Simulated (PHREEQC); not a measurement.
1 kg of water holding 0.0086 mol/kgw K2SO4, 0.0041 mol/kgw MgSO4, 0.27 mol/kgw Na2SO4 and 0.055 mol/kgw NaCl is evaporated at 25 °C; the solids stay in contact with the brine. The system is closed to CO2. The run lets Arcanite, Bischofite, Bloedite, Brucite, Carnallite, Epsomite, Glaserite, Halite, Hexahydrite, Kainite, Kieserite, Leonite, Mirabilite, Misenite, Schoenite, Sylvite, Thenardite, MgCl2_4H2O precipitate or redissolve, and no other solid.

Base run: PHREEQC, Pitzer model, pitzer.dat. Each further column changes one thing. The table gives water activity.

```json
[
 {"H2O removed (mol)": "0", "base": "0.987", "temperature from 25 to 75 °C": "0.987", "temperature from 25 to 50 °C": "0.987"},
 {"H2O removed (mol)": "24.69", "base": "0.978", "temperature from 25 to 75 °C": "0.978", "temperature from 25 to 50 °C": "0.978"},
 {"H2O removed (mol)": "34.69", "base": "0.969", "temperature from 25 to 75 °C": "0.968", "temperature from 25 to 50 °C": "0.968"},
 {"H2O removed (mol)": "43.95", "base": "0.946", "temperature from 25 to 75 °C": "0.944", "temperature from 25 to 50 °C": "0.944"},
 {"H2O removed (mol)": "49.09", "base": "0.915", "temperature from 25 to 75 °C": "0.899", "temperature from 25 to 50 °C": "0.897"},
 {"H2O removed (mol)": "51.17", "base": "0.883", "temperature from 25 to 75 °C": "0.882", "temperature from 25 to 50 °C": "0.872"},
 {"H2O removed (mol)": "53.1", "base": "0.805", "temperature from 25 to 75 °C": "0.869", "temperature from 25 to 50 °C": "0.859"}
]
```

 Constants without temperature data keep their 25 °C values here.
